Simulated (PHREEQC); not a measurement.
A solution holds 1.5 mmol/kgw CO2, at 25 °C. Closed to the air; pH follows from the charge balance.

Computed with PHREEQC (ion-association model, wateq4f.dat).

Each row changes one thing in this solution. Precipitation was switched off in this run.

```csv
case,pH,ionic strength (mol/kgw),HCO3- (mol/kgw),CO3-2 (mol/kgw)
as made,4.59,2.58e-5,2.58e-5,4.80e-11
CO2 replaced by K2CO3 at the same molality,10.62,0.00406,0.000444,0.00106
CO2 from 0.0015 to 0.00135 mol/kgw,4.62,2.44e-5,2.44e-5,4.80e-11
CO2 replaced by KHCO3 at the same molality,8.28,0.00152,0.00147,1.48e-5
0.00052 mol/kgw NaF added,4.71,0.000540,3.44e-5,8.95e-11
CO2 from 0.0015 to 0.00165 mol/kgw,4.57,2.70e-5,2.70e-5,4.80e-11
```
